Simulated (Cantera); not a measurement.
# Premixed flame

A freely propagating, adiabatic, planar premixed flame of 6.14 % CH4, 0.405 % C2H6, 16.1 % O2, 77.4 % N2, unburnt at 425 K and 1.00 bar; mixture-averaged transport, grid criteria slope 0.08 and curve 0.16, no radiation.

Detailed kinetics in Cantera: GRI-Mech 3.0 (53 species, 325 reactions). Burning velocities carry a grid error of a few per cent, more on coarse grids.

| z (mm) | T (K) | u (m/s) | x CH4 | x C2H6 | x O2 | x HCO | x CO2 | x H2O2 |
|---|---|---|---|---|---|---|---|---|
| -1.85 | 425 | 0.339 | 0.0613 | 0.00405 | 0.161 | <1e-8 | 6.52e-7 | 3.73e-8 |
| -1.23 | 430 | 0.343 | 0.0610 | 0.00404 | 0.160 | <1e-8 | 1.61e-5 | 5.73e-7 |
| -0.925 | 442 | 0.354 | 0.0603 | 0.00403 | 0.159 | <1e-8 | 8.26e-5 | 2.26e-6 |
| -0.617 | 514 | 0.412 | 0.0566 | 0.00391 | 0.154 | <1e-8 | 0.000697 | 1.12e-5 |
| -0.308 | 866 | 0.701 | 0.0393 | 0.00288 | 0.125 | 8.48e-8 | 0.00654 | 3.05e-5 |
| -0.154 | 1210 | 0.985 | 0.0218 | 0.00142 | 0.0934 | 2.83e-6 | 0.0155 | 1.92e-5 |
| 0 | 1542 | 1.26 | 0.00468 | 8.66e-5 | 0.0569 | 1.71e-5 | 0.0298 | 1.13e-6 |
| 0.154 | 1674 | 1.36 | 0.000213 | 1.03e-7 | 0.0386 | 3.20e-6 | 0.0438 | 4.79e-7 |
| 0.308 | 1724 | 1.40 | 5.06e-6 | <1e-8 | 0.0331 | 1.12e-7 | 0.0524 | 4.15e-7 |
| 0.617 | 1786 | 1.44 | <1e-8 | <1e-8 | 0.0296 | <1e-8 | 0.0593 | 2.99e-7 |
| 1.23 | 1847 | 1.48 | <1e-8 | <1e-8 | 0.0271 | <1e-8 | 0.0631 | 1.90e-7 |
| 2.47 | 1893 | 1.52 | <1e-8 | <1e-8 | 0.0254 | <1e-8 | 0.0656 | 1.13e-7 |
| 4.94 | 1920 | 1.54 | <1e-8 | <1e-8 | 0.0245 | <1e-8 | 0.0674 | 6.43e-8 |
x: mole fraction of selected species; z is measured from the peak of heat release.

| Item | Result |
|---|---|
| laminar burning velocity | 33.9 cm/s |
| thermal thickness | 0.617 mm |
| peak x(HCO) | 1.72e-5 |
| peak x(H2O2) | 3.06e-5 |
| grid points | 132 |
